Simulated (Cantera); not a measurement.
Input (Python, Cantera) and output of one run.

```python
import numpy as np
import cantera as ct

gas_names = """
    H H2 N NH NH2 NH3 N2 N2H2 N2H4 Si SiH SiH2 SiH3 SiH4 SiN Si2 Si2N Si3
""".split()
cond_names = """
    Si(cr) Si(L) Si3N4(a)
""".split()


# ... load() reads the species with a 1 bar reference pressure and builds the phases ...
atoms = {
    'trisilylamine': {'Si': 3, 'N': 1, 'H': 9},
    'N2': {'N': 2},
    'NH3': {'N': 1, 'H': 3},
}
top_T = {'Si3N4(a)': 2400}  # K; cautious upper limits of use, not melting points


# ... equilibrate(T, P, feed) seeds the gas with the atoms and calls Mixture.equilibrate('TP', solver="vcs", rtol=1e-11, max_steps=5000) ...
results = []
P = 13332.2  # Pa
for T in [1548, 1598, 1648, 1698, 1748, 1798, 1848, 1898, 1948, 1998, 2048]:
    for m in [0.23, 0.3, 0.38, 0.49, 0.63, 0.82, 1, 1.3, 1.7, 2.2, 2.9, 3.7, 4.7]:
        feed = {'trisilylamine': 1, 'N2': 1.6, 'NH3': m}  # mol
        mix = equilibrate(T, P, feed)
        results.append((T, P, feed, dict(zip(mix.species_names, mix.species_moles))))

for T, P, feed, n in results:
    print(f"{T:7g} {feed['NH3']:10.4g}  " + (" + ".join(c for c in cond_names if n.get(c, 0) > 1e-12) or "gas only"))
```

It prints:

```
   1548       0.23  Si3N4(a)
   1548        0.3  Si3N4(a)
   1548       0.38  Si3N4(a)
   1548       0.49  Si3N4(a)
   1548       0.63  Si3N4(a)
   1548       0.82  Si3N4(a)
   1548          1  Si3N4(a)
   1548        1.3  Si3N4(a)
   1548        1.7  Si3N4(a)
   1548        2.2  Si3N4(a)
   1548        2.9  Si3N4(a)
   1548        3.7  Si3N4(a)
   1548        4.7  Si3N4(a)
   1598       0.23  Si3N4(a)
   1598        0.3  Si3N4(a)
   1598       0.38  Si3N4(a)
   1598       0.49  Si3N4(a)
   1598       0.63  Si3N4(a)
   1598       0.82  Si3N4(a)
   1598          1  Si3N4(a)
   1598        1.3  Si3N4(a)
   1598        1.7  Si3N4(a)
   1598        2.2  Si3N4(a)
   1598        2.9  Si3N4(a)
   1598        3.7  Si3N4(a)
   1598        4.7  Si3N4(a)
   1648       0.23  Si3N4(a)
   1648        0.3  Si3N4(a)
   1648       0.38  Si3N4(a)
   1648       0.49  Si3N4(a)
   1648       0.63  Si3N4(a)
   1648       0.82  Si3N4(a)
   1648          1  Si3N4(a)
   1648        1.3  Si3N4(a)
   1648        1.7  Si3N4(a)
   1648        2.2  Si3N4(a)
   1648        2.9  Si3N4(a)
   1648        3.7  Si3N4(a)
   1648        4.7  Si3N4(a)
   1698       0.23  Si3N4(a)
   1698        0.3  Si3N4(a)
   1698       0.38  Si3N4(a)
   1698       0.49  Si3N4(a)
   1698       0.63  Si3N4(a)
   1698       0.82  Si3N4(a)
   1698          1  Si3N4(a)
   1698        1.3  Si3N4(a)
   1698        1.7  Si3N4(a)
   1698        2.2  Si3N4(a)
   1698        2.9  Si3N4(a)
   1698        3.7  Si3N4(a)
   1698        4.7  Si3N4(a)
   1748       0.23  Si3N4(a)
   1748        0.3  Si3N4(a)
   1748       0.38  Si3N4(a)
   1748       0.49  Si3N4(a)
   1748       0.63  Si3N4(a)
   1748       0.82  Si3N4(a)
   1748          1  Si3N4(a)
   1748        1.3  Si3N4(a)
   1748        1.7  Si3N4(a)
   1748        2.2  Si3N4(a)
   1748        2.9  Si3N4(a)
   1748        3.7  Si3N4(a)
   1748        4.7  Si3N4(a)
   1798       0.23  Si(L) + Si3N4(a)
   1798        0.3  Si(L) + Si3N4(a)
   1798       0.38  Si(L) + Si3N4(a)
   1798       0.49  Si(L) + Si3N4(a)
   1798       0.63  Si3N4(a)
   1798       0.82  Si3N4(a)
   1798          1  Si3N4(a)
   1798        1.3  Si3N4(a)
   1798        1.7  Si3N4(a)
   1798        2.2  Si3N4(a)
   1798        2.9  Si3N4(a)
   1798        3.7  Si3N4(a)
   1798        4.7  Si3N4(a)
   1848       0.23  Si(L) + Si3N4(a)
   1848        0.3  Si(L) + Si3N4(a)
   1848       0.38  Si(L) + Si3N4(a)
   1848       0.49  Si(L) + Si3N4(a)
   1848       0.63  Si(L) + Si3N4(a)
   1848       0.82  Si(L) + Si3N4(a)
   1848          1  Si(L) + Si3N4(a)
   1848        1.3  Si(L) + Si3N4(a)
   1848        1.7  Si(L) + Si3N4(a)
   1848        2.2  Si(L) + Si3N4(a)
   1848        2.9  Si3N4(a)
   1848        3.7  Si3N4(a)
   1848        4.7  Si3N4(a)
   1898       0.23  Si(L) + Si3N4(a)
   1898        0.3  Si(L) + Si3N4(a)
   1898       0.38  Si(L) + Si3N4(a)
   1898       0.49  Si(L) + Si3N4(a)
   1898       0.63  Si(L) + Si3N4(a)
   1898       0.82  Si(L) + Si3N4(a)
   1898          1  Si(L) + Si3N4(a)
   1898        1.3  Si(L)
   1898        1.7  Si(L)
   1898        2.2  Si(L)
   1898        2.9  Si(L)
   1898        3.7  Si(L)
   1898        4.7  Si(L)
   1948       0.23  Si(L)
   1948        0.3  Si(L)
   1948       0.38  Si(L)
   1948       0.49  Si(L)
   1948       0.63  Si(L)
   1948       0.82  Si(L)
   1948          1  Si(L)
   1948        1.3  Si(L)
   1948        1.7  Si(L)
   1948        2.2  Si(L)
   1948        2.9  Si(L)
   1948        3.7  Si(L)
   1948        4.7  Si(L)
   1998       0.23  Si(L)
   1998        0.3  Si(L)
   1998       0.38  Si(L)
   1998       0.49  Si(L)
   1998       0.63  Si(L)
   1998       0.82  Si(L)
   1998          1  Si(L)
   1998        1.3  Si(L)
   1998        1.7  Si(L)
   1998        2.2  Si(L)
   1998        2.9  Si(L)
   1998        3.7  Si(L)
   1998        4.7  Si(L)
   2048       0.23  Si(L)
   2048        0.3  Si(L)
   2048       0.38  Si(L)
   2048       0.49  Si(L)
   2048       0.63  Si(L)
   2048       0.82  Si(L)
   2048          1  Si(L)
   2048        1.3  Si(L)
   2048        1.7  Si(L)
   2048        2.2  Si(L)
   2048        2.9  Si(L)
   2048        3.7  Si(L)
   2048        4.7  Si(L)
```

Cantera equilibrium calculation (NASA polynomials, part measured and part estimated; ideal gas, pure solids and liquids). The feed counts by its element totals alone. Mutual solubility and eutectic melting of coexisting phases are not modelled.
